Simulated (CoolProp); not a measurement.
Properties of carbonyl sulfide along the isobar 7.63 MPa (Tc = 378.8 K, pc = 6.369 MPa, ω = 0.098).

The numbers come from the reference Helmholtz-energy equation of state, Lemmon 2006 in CoolProp. It is a short technical equation, of lower accuracy than the large ones.

```tsv
T (K)	phase	cp (kJ/(kg K))	fugacity coefficient
215.1	liquid	1.162	0.01098
228.7	liquid	1.172	0.02035
242.2	liquid	1.187	0.03458
255.8	liquid	1.206	0.05510
269.3	liquid	1.230	0.08262
282.9	liquid	[?]	0.1183
296.4	liquid	1.297	0.1621
310	liquid	1.344	[?]
323.6	liquid	1.406	[?]
337.1	liquid	1.493	0.3423
350.7	liquid	[?]	[?]
364.2	liquid	1.876	0.4922
377.8	liquid	2.611	0.5700
391.3	supercritical	7.711	[?]
404.9	supercritical	2.350	0.6844
418.4	supercritical	[?]	[?]
```

Question: Complete the blanks.

Answer: 
- 282.9, cp (kJ/(kg K)): 1.260
- 310, fugacity coefficient: 0.2146
- 323.6, fugacity coefficient: 0.2751
- 350.7, cp (kJ/(kg K)): 1.628
- 350.7, fugacity coefficient: 0.4156
- 391.3, fugacity coefficient: 0.6395
- 418.4, cp (kJ/(kg K)): 1.643
- 418.4, fugacity coefficient: 0.7185

The peak of cp marks the crossing from liquid-like to gas-like fluid above the critical point.
